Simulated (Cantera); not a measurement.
An isothermal, constant-pressure homogeneous reactor starts with NO : N2 = 1 : 5.4 (molar parts), at 1625 K and 1.70 bar.

Model: GRI-Mech 3.0 (53 species, 325 reactions), integrated in Cantera.

x: mole fraction; the columns are a selection and need not sum to one.

```
t (s)      x NO      x O2   x N2    x N2O      x O
--------  -----  --------  -----  -------  -------
7.00e-5   0.156  5.83e-11  0.844  1.18e-7  2.25e-8
0.000150  0.156  1.56e-10  0.844  2.50e-7  2.41e-8
0.000321  0.156  4.38e-10  0.844  5.28e-7  2.74e-8
0.000688  0.156       ___  0.844  1.09e-6  3.47e-8
0.00147   0.156       ___  0.844  2.19e-6  5.09e-8
0.00316   0.156       ___  0.844  4.08e-6  8.83e-8
0.00676   0.156       ___  0.844  6.64e-6  1.73e-7
0.0145    0.156       ___  0.844  8.75e-6  3.37e-7
0.0310    0.156       ___  0.844  9.41e-6  5.06e-7
0.0665    0.156       ___  0.844  9.43e-6  5.59e-7
0.142     0.156       ___  0.844  9.40e-6  5.85e-7
0.305     0.155       ___  0.844  9.33e-6  6.36e-7
0.654     0.154       ___  0.845  9.19e-6  7.32e-7
1.40      0.151       ___  0.846  8.89e-6  9.00e-7
3.00      0.146       ___  0.849  8.30e-6  1.17e-6
```

### Question
What belongs in the gaps?

### Answer

- 0.000688, x O2: 1.47e-9
- 0.00147, x O2: 6.53e-9
- 0.00316, x O2: 4.09e-8
- 0.00676, x O2: 3.45e-7
- 0.0145, x O2: 3.17e-6
- 0.0310, x O2: 2.11e-5
- 0.0665, x O2: 7.86e-5
- 0.142, x O2: 0.000207
- 0.305, x O2: 0.000480
- 0.654, x O2: 0.00106
- 1.40, x O2: 0.00228
- 3.00, x O2: 0.00479
